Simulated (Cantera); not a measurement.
# Adiabatic ignition

An adiabatic, constant-pressure homogeneous reactor starts with 38.7 % H2, 12.9 % O2, 48.4 % N2, at 1150 K and 5.00 bar.

Model: GRI-Mech 3.0 (53 species, 325 reactions), integrated in Cantera. The hydrogen kinetics of GRI-Mech 3.0 are dated; newer H2 mechanisms differ, most at raised pressure.

| t (s) | T (K) | x H2 | x O2 | x NO2 | x HO2 | x NO |
|---|---|---|---|---|---|---|
| 9.00e-6 | 1150 | 0.387 | 0.129 | <1e-12 | 5.36e-7 | <1e-12 |
| 3.27e-5 | 1150 | 0.387 | 0.129 | <1e-12 | 2.95e-5 | <1e-12 |
| 0.000119 | 2824 | 0.145 | 0.000441 | 1.88e-8 | 7.44e-7 | 0.000279 |
| 0.000433 | 2821 | 0.145 | 0.000423 | 6.37e-8 | 7.15e-7 | 0.000960 |
| 0.00157 | 2819 | 0.146 | 0.000413 | 9.16e-8 | 6.99e-7 | 0.00140 |
| 0.00572 | 2819 | 0.146 | 0.000413 | 9.20e-8 | 6.99e-7 | 0.00140 |
| 0.0208 | 2819 | 0.146 | 0.000413 | 9.20e-8 | 6.99e-7 | 0.00140 |
| 0.0756 | 2819 | 0.146 | 0.000413 | 9.20e-8 | 6.99e-7 | 0.00140 |
| 0.275 | 2819 | 0.146 | 0.000413 | 9.20e-8 | 6.99e-7 | 0.00140 |
| 1.00 | 2819 | 0.146 | 0.000413 | 9.20e-8 | 6.99e-7 | 0.00140 |
x: mole fraction; the columns are a selection and need not sum to one.

```
Quantity                                                              Result
---------------------------------  -----------------------------------------
time of steepest temperature rise                                    52.5 µs
temperature at 1.00 s                                                 2819 K
equilibrium temperature                                               2819 K
x(H2) at 1.00 s                          0.146 (gas-phase equilibrium 0.146)
x(O2) at 1.00 s                    0.000413 (gas-phase equilibrium 0.000413)
x(NO2) at 1.00 s                     9.20e-8 (gas-phase equilibrium 9.20e-8)
```
